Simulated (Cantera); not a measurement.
A closed system holds: 1 mol TEOS, a varied amount of O3, 0.25 mol H2, held at 1723.15 K and 7.50 Torr.

Cantera equilibrium calculation (NASA polynomials, part measured and part estimated; ideal gas, pure solids and liquids). Candidate condensed phases: C, C6H6, C7H8, C8H18, H2O, Si, SiC, SiO2; 123 gas species. The feed counts by its element totals alone. Rates play no part.

At 0.28 mol O3, list the 5 most abundant gas species with their mole fractions, and the condensed phases.

H2 0.678, CO 0.319, H 0.00150, SiO 0.00141, C2H2 (acetylene) 6.14e-5. Condensed: C(graphite) + SiC(s).
